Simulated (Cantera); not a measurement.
A perfectly stirred reactor is fed with H₂ : O₂ : N₂ = 0.9 : 0.23 : 14 (molar parts), at 100.0 Torr; it is held at 1100 K, and followed from long to short residence time.

Cantera simulation using the H2/O2 subset of GRI-Mech 3.0, which has no nitrogen chemistry; the numbers are that mechanism's predictions, not measurements.

x: mole fraction; the columns are a selection and need not sum to one.

```csv
τ (s),x H₂,x O₂,x HO₂,x H,x H₂O
1.5,0.0287,3.78e-5,?,0.00180,0.0308
0.74,0.0284,5.50e-5,?,0.00252,0.0307
0.36,0.0279,8.15e-5,?,0.00352,0.0306
0.18,0.0273,0.000121,?,0.00483,0.0305
0.088,0.0265,0.000185,?,0.00658,0.0303
0.044,0.0257,0.000287,?,0.00871,0.0301
0.021,0.0248,0.000478,?,0.0114,0.0295
0.011,0.0242,0.000777,?,0.0138,0.0288
0.0052,0.0244,0.00142,?,0.0161,0.0273
0.0026,0.0262,0.00251,?,0.0171,0.0248
```

Fill in the missing entries.


- 1.5, x HO₂: 3.56e-9
- 0.74, x HO₂: 5.18e-9
- 0.36, x HO₂: 7.67e-9
- 0.18, x HO₂: 1.13e-8
- 0.088, x HO₂: 1.73e-8
- 0.044, x HO₂: 2.69e-8
- 0.021, x HO₂: 4.46e-8
- 0.011, x HO₂: 7.20e-8
- 0.0052, x HO₂: 1.30e-7
- 0.0026, x HO₂: 2.24e-7
